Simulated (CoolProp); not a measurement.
The fluid at 293.15 K and 0.998 MPa is compressed adiabatically to 3.91 MPa with isentropic efficiency 0.75. The same conditions are run with several fluids, on thermodynamics alone (safety and materials aside).

Model: reference Helmholtz-energy equation of state of each fluid (CH2F2 (R32): Tillner-Roth 1997; oxygen: Schmidt 1985; CF4 (R14): Platzer 1990; C2F6 (R116): Lemmon 2006; hydrogen sulfide: Lemmon 2006), in CoolProp. The equations of Platzer and Polt are older, rougher fits.

| fluid | work (kJ/kg) | final temperature (K) | final phase | final density (kg/m³) |
|---|---|---|---|---|
| CH2F2 (R32) | ? | 401.6 | gas | 73.6 |
| oxygen | 169 | ? | gas | 31.5 |
| CF4 (R14) | ? | ? | supercritical | ? |
| C2F6 (R116) | 27.6 | 346.6 | supercritical | ? |
| hydrogen sulfide | ? | ? | gas | 39.8 |

**Question.** Fill in the missing entries.

**Answer.** 
- CH2F2 (R32), work (kJ/kg): 81.3
- oxygen, final temperature (K): 474.0
- CF4 (R14), work (kJ/kg): 52.8
- CF4 (R14), final temperature (K): 372.5
- CF4 (R14), final density (kg/m³): 117
- C2F6 (R116), final density (kg/m³): 255
- hydrogen sulfide, work (kJ/kg): 140
- hydrogen sulfide, final temperature (K): 441.8

Above 300 K oxygen's equation is extrapolated.
